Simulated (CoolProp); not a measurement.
Octamethylcyclotetrasiloxane (D4) along the isotherm 182.55 °C: Z from the reference equation and from simpler models built on Tc = 313.4 °C, pc = 1.347 MPa, ω = 0.598; each cubic takes its own stable root.

Model: reference Helmholtz-energy equation of state, Thol 2015, in CoolProp.

```csv
p (MPa),phase,reference
0.259,liquid,0.02680
0.518,liquid,0.05350
0.777,liquid,0.08009
1.04,liquid,0.1070
1.3,liquid,0.1335
1.55,liquid,0.1589
1.81,liquid,0.1852
2.07,liquid,0.2115
2.33,liquid,0.2376
2.59,liquid,0.2637
2.85,liquid,0.2897
3.11,liquid,0.3156
3.37,liquid,0.3414
```

**Question.** How far does each simpler model (van der Waals, Redlich-Kwong, Soave-Redlich-Kwong, Peng-Robinson) lie from the reference over these 13 states: mean and median of the absolute difference, and the worst?

**Answer.** 
- van der Waals: mean 307.4 %, median 66.2 %, worst +3199.6 % at 182.55 °C and 0.259 MPa
- Redlich-Kwong: mean 253.0 %, median 18.7 %, worst +3065.7 % at 182.55 °C and 0.259 MPa
- Soave-Redlich-Kwong: mean 9.4 %, median 9.3 %, worst +10.4 % at 182.55 °C and 0.259 MPa
- Peng-Robinson: mean 3.1 %, median 3.1 %, worst -3.7 % at 182.55 °C and 3.37 MPa

At some of these states van der Waals, Redlich-Kwong gives the other phase, because its saturation line lies elsewhere.
